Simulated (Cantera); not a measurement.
What does this Cantera script print?

```python
import numpy as np
import cantera as ct

gas_names = """
    C CN CO CO2 C2 CCN CNC C2N2 C2O C3 C3O2 C4 C4N2 C5 Fe FeC5O5 FeO N NCO NO NO2 NO3 N2 N2O O O2 O3
""".split()
cond_names = """
    C(gr) Fe(a) Fe(c) Fe(d) Fe(L) FeC5O5(L) FeO(s) FeO(L) Fe2O3(s) Fe3O4(s)
""".split()


def load(file, names, dense=False):
    # The tables refer to 1 bar. Condensed volumes are neglected.
    table = {s.name: s for s in ct.Species.list_from_file(file)}
    out = []
    for n in names:
        d = dict(table[n].input_data)
        d["thermo"] = dict(d["thermo"], **{"reference-pressure": 1e5})
        if dense:
            d["equation-of-state"] = {"model": "constant-volume", "density": "1e6 g/cm^3"}
        out.append(ct.Species.from_dict(d))
    return out


gas = ct.Solution(thermo="ideal-gas", species=load("nasa_gas.yaml", gas_names))
cond = {s.name: ct.Solution(thermo="fixed-stoichiometry", species=[s], name=s.name)
        for s in load("nasa_condensed.yaml", cond_names, dense=True)}
atoms = {
    'Fe': {'Fe': 1},
    'CO': {'C': 1, 'O': 1},
    'N2': {'N': 2},
}
top_T = {'C(gr)': 4500, 'Fe2O3(s)': 1830, 'Fe3O4(s)': 1870}  # K; cautious upper limits of use, not melting points


def equilibrate(T, P, feed):
    n = {}
    for name, mol in feed.items():
        for a, k in atoms[name].items():
            n[a] = n.get(a, 0.0) + k * mol
    gas.TPX = T, P, n
    mass = sum(n.values()) * gas.mean_molecular_weight
    gas.equilibrate("TP")
    valid = [c for c in cond.values() if c.min_temp <= T <= top_T.get(c.name, c.max_temp)]
    mix = ct.Mixture([(gas, mass / gas.mean_molecular_weight)] + [(c, 0.0) for c in valid])
    mix.T, mix.P = T, P
    mix.equilibrate("TP", solver="vcs", rtol=1e-11, max_steps=5000)
    return mix


results = []
feed = {'Fe': 1, 'CO': 0.37, 'N2': 10}  # mol
P = 1000  # Pa
for T in [1398, 1448, 1498, 1548, 1598, 1648, 1698, 1748]:
    mix = equilibrate(T, P, feed)
    results.append((T, P, feed, dict(zip(mix.species_names, mix.species_moles))))

top = {s: max(r[3][s] / sum(r[3][g] for g in gas_names) for r in results) for s in gas_names}
cols = sorted((s for s in top if top[s] > 1e-06), key=lambda s: -top[s])[:6]
seen = [c for c in cond_names if any(r[3].get(c, 0) > 1e-12 for r in results)]
print("log10 of partial pressures in bar; condensed amounts in mol")
print(f"{'T/K':>10s}" + "".join(f"{s[:9]:>10s}" for s in cols + seen))
for T, P, feed, n in results:
    ng = sum(n[g] for g in gas_names)
    print(f"{T:10.4g}" + "".join(f"{np.log10(max(n[s] / ng * P / 1e5, 1e-99)):10.3f}" for s in cols)
          + "".join(f"{n.get(c, 0):10.4g}" for c in seen))
```

It prints:

```
log10 of partial pressures in bar; condensed amounts in mol
       T/K        N2        CO        Fe     C(gr)     Fe(c)     Fe(d)
      1398    -2.016    -3.448    -7.836 2.193e-07         1         0
      1448    -2.016    -3.448    -7.322 1.103e-07         1         0
      1498    -2.016    -3.448    -6.842 1.333e-08    0.9999         0
      1548    -2.016    -3.448    -6.395         0    0.9996         0
      1598    -2.016    -3.448    -5.976         0    0.9989         0
      1648    -2.016    -3.448    -5.584         0    0.9973         0
      1698    -2.016    -3.448    -5.215         0         0    0.9937
      1748    -2.016    -3.448    -4.869         0         0     0.986
```

Cantera equilibrium calculation (NASA polynomials, part measured and part estimated; ideal gas, pure solids and liquids).
